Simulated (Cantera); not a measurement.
**SiHCl3 + N2 + O2 (silicon epitaxy and polysilicon growth)**

Input: 1 mol SiHCl3, 63 mol N2, 0.0054 mol O2, held at 0.00780 bar.

Method: chemical equilibrium by Gibbs-energy minimisation in Cantera with the NASA 1993 tables (ideal gas, pure condensed phases). Candidate condensed phases: H2O, NH4Cl, Si, SiO2, Si2N2O, Si3N4; 47 gas species. N2 is the only nitrogen source here; it is nearly inert below about 1500 K, so the nitride shown seldom forms there in practice. Mutual solubility and eutectic melting of coexisting phases are not modelled. The tables' values for SiCl3 are old estimates; treat these amounts as uncertain. Equilibrium is a limit: real reactors are often held back by kinetics, nucleation or transport.

```csv
T (K),x N2,x HCl,x SiCl2,x SiCl4,x SiCl3,x H2,x Cl,n Si2N2O(s),n Si3N4(s)
1000,0.977,0.0144,1.03e-6,0.00806,1.85e-5,0.000571,1.45e-8,0.0108,0.153
1050,0.977,0.0145,5.16e-6,0.00802,4.78e-5,0.000528,5.30e-8,0.0108,0.153
1100,0.977,0.0146,2.22e-5,0.00794,0.000113,0.000492,1.73e-7,0.0108,0.153
1150,0.977,0.0147,8.35e-5,0.00780,0.000244,0.000463,5.07e-7,0.0108,0.152
1200,0.977,0.0147,0.000278,0.00750,0.000487,0.000442,1.35e-6,0.0108,0.149
1250,0.976,0.0147,0.000817,0.00692,0.000889,0.000432,3.31e-6,0.0108,0.141
1300,0.975,0.0147,0.00211,0.00585,0.00144,0.000441,7.37e-6,0.0108,0.124
1350,0.974,0.0145,0.00463,0.00420,0.00197,0.000485,1.48e-5,0.0108,0.0939
1400,0.972,0.0143,0.00828,0.00229,0.00212,0.000601,2.64e-5,0.0108,0.0524
```
x: gas mole fraction; n: condensed amount in mol.

From 1000 K to 1400 K the condensed part is Si2N2O(s) + Si3N4(s). The main Si-bearing gas is SiCl4 at 1000 K and SiCl2 at 1400 K.
